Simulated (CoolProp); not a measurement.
Aqueous propylene glycol as a coolant, 39 % by mass, freezing at -19.7 °C, 1 atm.

Values from CoolProp's Melinder's fits for secondary coolants.

```tsv
T (°C)	density (kg/m³)	cp (kJ/(kg K))	Prandtl number	viscosity (mPa s)
-15.5	1047	3.609	290	30.8
-9.3	1045	3.629	188	20.0
-3.1	1043	3.649	127	13.6
3	1040	3.669	89.0	9.55
9.2	1037	3.689	64.1	6.90
15.4	1034	3.708	47.5	5.15
21.6	1031	3.728	36.3	3.95
27.7	1027	3.747	28.5	3.12
33.9	1023	3.767	22.9	2.51
```
